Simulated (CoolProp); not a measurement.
Nitrogen along the isobar 14200 kPa: fugacity coefficient from the reference equation and from simpler models built on Tc = -147.0 °C, pc = 3396 kPa, ω = 0.037; each cubic takes its own stable root.

The numbers come from the reference Helmholtz-energy equation of state, Span 2000 in CoolProp.

| T (°C) | phase | reference |
|---|---|---|
| -182.45 | liquid | 0.04753 |
| -173.55 | liquid | 0.08515 |
| -164.65 | liquid | 0.1355 |
| -155.85 | liquid | 0.1963 |
| -146.95 | supercritical | 0.2661 |
| -138.05 | supercritical | 0.3409 |
| -129.25 | supercritical | 0.4161 |
| -120.35 | supercritical | 0.4901 |
| -111.45 | supercritical | 0.5594 |
| -102.65 | supercritical | 0.6214 |
| -93.75 | supercritical | 0.6772 |
| -84.85 | supercritical | 0.7260 |
| -76.05 | supercritical | 0.7680 |
| -67.15 | supercritical | 0.8049 |

Question: How far does each simpler model (van der Waals, Redlich-Kwong, Soave-Redlich-Kwong, Peng-Robinson) lie from the reference over these 14 states: mean and median of the absolute difference, and the worst?

Answer: 
- van der Waals: mean 29.1 %, median 7.3 %, worst +145.9 % at -182.45 °C and 14200 kPa
- Redlich-Kwong: mean 1.7 %, median 1.5 %, worst +3.2 % at -155.85 °C and 14200 kPa
- Soave-Redlich-Kwong: mean 2.4 %, median 2.6 %, worst +3.1 % at -138.05 °C and 14200 kPa
- Peng-Robinson: mean 5.7 %, median 5.5 %, worst -7.3 % at -182.45 °C and 14200 kPa
